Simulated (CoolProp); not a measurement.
Saturation properties of toluene (Tc = 318.6 °C, pc = 4.126 MPa, ω = 0.266).

Values from CoolProp's reference Helmholtz-energy equation of state, Lemmon 2006. It is a short technical equation, of lower accuracy than the large ones.

| T (°C) | p (MPa) | liquid density (kg/m³) | vapour density (kg/m³) | liquid viscosity (µPa s) |
|---|---|---|---|---|
| 147.75 | 0.2616 | 739.5 | ___ | 192 |
| 155.05 | ___ | 731.3 | 8.749 | 183 |
| 162.25 | 0.3604 | 723.0 | 10.17 | ___ |
| 169.45 | 0.4189 | 714.6 | 11.77 | 167 |
| 176.75 | 0.4852 | 705.8 | 13.59 | 160 |
| 183.95 | 0.5582 | 696.9 | 15.60 | 153 |
| 191.15 | 0.6390 | 687.8 | 17.86 | 146 |
| 198.45 | 0.7297 | 678.3 | 20.42 | 139 |

Question: Complete the blanks.

Answer: 
- 147.75, vapour density (kg/m³): 7.474
- 155.05, p (MPa): 0.3083
- 162.25, liquid viscosity (µPa s): 175

It boils at 110.6 °C under 1 atm.

Viscosity comes from a separate model (Avgeri 2015).
